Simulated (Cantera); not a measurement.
**Transport properties of process gases**

Gas mixture: 100 % O2, at 0.0267 bar, frozen composition.

Cantera's kinetic-theory transport with the Lennard-Jones parameters of GRI-Mech 3.0, ideal gas; thermal conductivity in the mixture-averaged form.

```
T (K)  ρ (kg/m³)  cp (J/kg/K)  μ (µPa s)  λ (mW/m/K)     Pr  D (cm²/s) H2  D (cm²/s) CO2  D (cm²/s) H
-----  ---------  -----------  ---------  ----------  -----  ------------  -------------  -----------
400       0.0257        941.4       25.6        33.9  0.713          50.0           10.0         80.7
600       0.0171         1003       34.1        48.2  0.709          98.8           20.5          163
800       0.0128         1055       41.4        61.4  0.710           160           33.7          266
1000      0.0103         1090       47.9        73.6  0.710           231           49.3          387
1200     0.00855         1114       54.0        84.9  0.708           313           67.0          524
1400     0.00733         1134       59.7        95.7  0.707           404           86.7          678
1600     0.00641         1151       65.1         106  0.707           503            108          846
1800     0.00570         1167       70.2         116  0.707           612            132         1030
```
D: mixture-averaged diffusion coefficient of that species in the mixture.
